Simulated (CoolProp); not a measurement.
Sulfur dioxide along the isotherm -56.15 °C: density (kg/m³) from the reference equation and from simpler models built on Tc = 157.5 °C, pc = 7.887 MPa, ω = 0.256; each cubic takes its own stable root.

Computed with CoolProp (reference Helmholtz-energy equation of state, Gao 2016).

| p (MPa) | phase | reference |
|---|---|---|
| 0.0125 | liquid | 1579 |
| 0.0284 | liquid | 1579 |
| 0.0646 | liquid | 1579 |
| 0.147 | liquid | 1579 |
| 0.335 | liquid | 1580 |
| 0.761 | liquid | 1580 |
| 1.73 | liquid | 1581 |
| 3.94 | liquid | 1584 |

### Question
How far does each simpler model (van der Waals, Redlich-Kwong, Soave-Redlich-Kwong, Peng-Robinson) lie from the reference over these 8 states: mean and median of the absolute difference, and the worst?

### Answer
- van der Waals: mean 70.7 %, median 70.6 %, worst -100.0 % at -56.15 °C and 0.0125 MPa
- Redlich-Kwong: mean 24.1 %, median 13.2 %, worst -100.0 % at -56.15 °C and 0.0125 MPa
- Soave-Redlich-Kwong: mean 11.4 %, median 11.4 %, worst -11.4 % at -56.15 °C and 3.94 MPa
- Peng-Robinson: mean 0.3 %, median 0.3 %, worst -0.4 % at -56.15 °C and 3.94 MPa

At some of these states van der Waals, Redlich-Kwong gives the other phase, because its saturation line lies elsewhere.
